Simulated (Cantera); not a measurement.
An adiabatic, constant-volume homogeneous reactor starts with CH₄ : CO : O₂ : N₂ = 1 : 0.068 : 2.91 : 9.59 (molar parts), equivalence ratio 0.70, at 1423 K and 9.87 atm. Integrator tolerance rtol = 1e-08.

Model: GRI-Mech 3.0 (53 species, 325 reactions), integrated in Cantera.

**Question.** What does this change do: pressure from 9.87 atm to 29.6 atm?

**Answer.** 
```json
[
 {"quantity": "time of steepest temperature rise", "before": "0.294 ms", "after": "0.105 ms"},
 {"quantity": "temperature at 0.300 s", "before": "2941 K", "after": "3003 K"},
 {"quantity": "equilibrium temperature", "before": "2941 K", "after": "3003 K"},
 {"quantity": "x(CH₄) at 0.300 s", "before": "<1e-12 (gas-phase equilibrium <1e-12)", "after": "<1e-12 (gas-phase equilibrium <1e-12)"},
 {"quantity": "x(CO) at 0.300 s", "before": "0.0153 (gas-phase equilibrium 0.0153)", "after": "0.0119 (gas-phase equilibrium 0.0119)"},
 {"quantity": "x(O₂) at 0.300 s", "before": "0.0562 (gas-phase equilibrium 0.0562)", "after": "0.0546 (gas-phase equilibrium 0.0546)"},
 {"quantity": "x(CH₂) at 0.300 s", "before": "<1e-12 (gas-phase equilibrium <1e-12)", "after": "<1e-12 (gas-phase equilibrium <1e-12)"},
 {"quantity": "x(H) at 0.300 s", "before": "0.00192 (gas-phase equilibrium 0.00192)", "after": "0.00115 (gas-phase equilibrium 0.00115)"},
 {"quantity": "x(HCN) at 0.300 s", "before": "1.24e-9 (gas-phase equilibrium 1.24e-9)", "after": "1.81e-9 (gas-phase equilibrium 1.81e-9)"},
 {"quantity": "x(NO) at 0.300 s", "before": "0.0215 (gas-phase equilibrium 0.0215)", "after": "0.0229 (gas-phase equilibrium 0.0229)"}
]
```
The pressure lies above the range GRI-Mech 3.0 was tuned for (to about 10 atm). Above 3000 K some thermodynamic fits are extrapolated.

**Question.** What does this change do: initial temperature 1423 to 1150 K?

**Answer.** 
```tsv
quantity	before	after
time of steepest temperature rise	0.294 ms	7.23 ms
temperature at 0.300 s	2941 K	2815 K
equilibrium temperature	2941 K	2815 K
x(CH₄) at 0.300 s	<1e-12 (gas-phase equilibrium <1e-12)	<1e-12 (gas-phase equilibrium <1e-12)
x(CO) at 0.300 s	0.0153 (gas-phase equilibrium 0.0153)	0.00945 (gas-phase equilibrium 0.00945)
x(O₂) at 0.300 s	0.0562 (gas-phase equilibrium 0.0562)	0.0564 (gas-phase equilibrium 0.0564)
x(CH₂) at 0.300 s	<1e-12 (gas-phase equilibrium <1e-12)	<1e-12 (gas-phase equilibrium <1e-12)
x(H) at 0.300 s	0.00192 (gas-phase equilibrium 0.00192)	0.000907 (gas-phase equilibrium 0.000907)
x(HCN) at 0.300 s	1.24e-9 (gas-phase equilibrium 1.24e-9)	4.09e-10 (gas-phase equilibrium 4.09e-10)
x(NO) at 0.300 s	0.0215 (gas-phase equilibrium 0.0215)	0.0183 (gas-phase equilibrium 0.0183)
```
